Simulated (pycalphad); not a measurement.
All values are pycalphad results on the COST 507 light-alloy database (1999) (1 atm), not direct measurements. These are 1990s assessments: newer ones move some temperatures and phases. Kinetics are ignored, which matters at the lower temperatures.

Molar enthalpy of Y-5.556Si (wt.%) in equilibrium (SER reference):

| T (K) | H (kJ/mol) | phases |
|---|---|---|
| 2450 | 69.01 | liquid |
| 2350 | 64.95 | liquid |
| 2250 | 60.89 | liquid |
| 2150 | 56.83 | liquid |
| 2050 | 52.77 | liquid |
| 1950 | 48.71 | liquid |
| 1900 | 46.68 | liquid |
| 1850 | 44.65 | liquid |
| 1750 | 37.22 | liquid + SI3Y5 |
| 1650 | 29.54 | liquid + SI3Y5 |
| 1550 | 22.92 | liquid + SI3Y5 |
| 1500 | 5.24 | hcp + SI3Y5 |
| 1450 | 3.54 | hcp + SI3Y5 |
| 1350 | 0.19 | hcp + SI3Y5 |
| 1250 | -3.09 | hcp + SI3Y5 |
| 1150 | -6.30 | hcp + SI3Y5 |
| 1050 | -9.45 | hcp + SI3Y5 |
| 950 | -12.52 | hcp + SI3Y5 |
| 850 | -15.52 | hcp + SI3Y5 |
| 750 | -18.45 | hcp + SI3Y5 |
| 650 | -21.30 | hcp + SI3Y5 |
| 550 | -24.09 | hcp + SI3Y5 |

Cooling from 1850 K to 1500 K, across the freezing range, releases 39.4 kJ/mol, or 497 J/g. The slope is 41 J/(mol K) in the liquid and 34 J/(mol K) just below the solidus, where it includes any heat of precipitation. Liquidus 1816 K, solidus 1528 K. Changes were sought between steps of 50 K, so a narrower field can be missed.

Database names, with the compositions (at.%) that they take in these runs: SI3Y5: Y 62 Si 37.
